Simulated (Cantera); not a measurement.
Input (Python, Cantera) and output of one run.

```python
import numpy as np
import cantera as ct

gas_names = """
    CL CL2 H HCL H2 Si SiCL SiCL2 SiCL3 SiCL4 SiH SiHCL3 SiH2 SiH2CL2 SiH3 SiH3CL SiH4 Si2 Si3
""".split()
cond_names = """
    Si(cr) Si(L)
""".split()


# ... load() reads the species with a 1 bar reference pressure and builds the phases ...
atoms = {
    'Si': {'Si': 1},
    'HCl': {'H': 1, 'CL': 1},
    'H2': {'H': 2},
}
top_T = {}  # K; cautious upper limits of use, not melting points


# ... equilibrate(T, P, feed) seeds the gas with the atoms and calls Mixture.equilibrate('TP', solver="vcs", rtol=1e-11, max_steps=5000) ...
results = []
feed = {'Si': 1, 'HCl': 4.3, 'H2': 18}  # mol
P = 13332.2  # Pa
for T in [575, 650, 725, 800, 875, 950, 1025, 1100, 1175, 1250, 1325]:
    mix = equilibrate(T, P, feed)
    results.append((T, P, feed, dict(zip(mix.species_names, mix.species_moles))))
    x = sorted(zip(gas.X, gas.species_names), reverse=True)
    print(f"T = {T:g} K  P = {P:g} Pa  gas = {mix.phase_moles(0):.4g} mol")
    print("   x: " + "  ".join(f"{s} {v:.3e}" for v, s in x if v > 0.0001))
    print("   condensed (mol): " + ("  ".join(f"{mix.phase(i).name} {mix.phase_moles(i):.4g}"
          for i in range(1, mix.n_phases) if mix.phase_moles(i) > 1e-12) or "none"))
```

Output:

```
T = 575 K  P = 13332.2 Pa  gas = 21.3 mol
   x: H2 9.389e-01  SiCL4 4.690e-02  HCL 1.413e-02
   condensed (mol): none
T = 650 K  P = 13332.2 Pa  gas = 21.3 mol
   x: H2 9.387e-01  SiCL4 4.670e-02  HCL 1.433e-02  SiHCL3 2.485e-04
   condensed (mol): none
T = 725 K  P = 13332.2 Pa  gas = 21.3 mol
   x: H2 9.381e-01  SiCL4 4.606e-02  HCL 1.498e-02  SiHCL3 8.900e-04
   condensed (mol): none
T = 800 K  P = 13332.2 Pa  gas = 21.3 mol
   x: H2 9.366e-01  SiCL4 4.463e-02  HCL 1.641e-02  SiHCL3 2.303e-03
   condensed (mol): none
T = 875 K  P = 13332.2 Pa  gas = 21.3 mol
   x: H2 9.342e-01  SiCL4 4.227e-02  HCL 1.881e-02  SiHCL3 4.594e-03
   condensed (mol): none
T = 950 K  P = 13332.2 Pa  gas = 21.3 mol
   x: H2 9.309e-01  SiCL4 3.905e-02  HCL 2.215e-02  SiHCL3 7.525e-03  SiCL3 1.888e-04  SiH2CL2 1.472e-04
   condensed (mol): none
T = 1025 K  P = 13332.2 Pa  gas = 21.31 mol
   x: H2 9.265e-01  SiCL4 3.506e-02  HCL 2.659e-02  SiHCL3 1.050e-02  SiCL3 7.109e-04  SiH2CL2 3.488e-04  SiCL2 3.010e-04
   condensed (mol): none
T = 1100 K  P = 13332.2 Pa  gas = 21.36 mol
   x: H2 9.200e-01  HCL 3.315e-02  SiCL4 3.012e-02  SiHCL3 1.233e-02  SiCL3 1.967e-03  SiCL2 1.789e-03  SiH2CL2 6.049e-04
   condensed (mol): none
T = 1175 K  P = 13332.2 Pa  gas = 21.49 mol
   x: H2 9.079e-01  HCL 4.706e-02  SiCL4 2.414e-02  SiHCL3 1.098e-02  SiCL2 5.563e-03  SiCL3 3.707e-03  SiH2CL2 6.406e-04
   condensed (mol): Si(cr) 0.03208
T = 1250 K  P = 13332.2 Pa  gas = 21.69 mol
   x: H2 8.917e-01  HCL 6.542e-02  SiCL4 1.680e-02  SiCL2 1.208e-02  SiHCL3 8.146e-03  SiCL3 5.323e-03  SiH2CL2 5.376e-04
   condensed (mol): Si(cr) 0.06974
T = 1325 K  P = 13332.2 Pa  gas = 21.91 mol
   x: H2 8.759e-01  HCL 8.204e-02  SiCL2 2.105e-02  SiCL4 9.432e-03  SiCL3 6.047e-03  SiHCL3 5.155e-03  SiH2CL2 4.042e-04
   condensed (mol): Si(cr) 0.07775
```

Cantera equilibrium calculation (NASA polynomials, part measured and part estimated; ideal gas, pure solids and liquids). The tables' values for SiCl3 are old estimates; treat these amounts as uncertain.
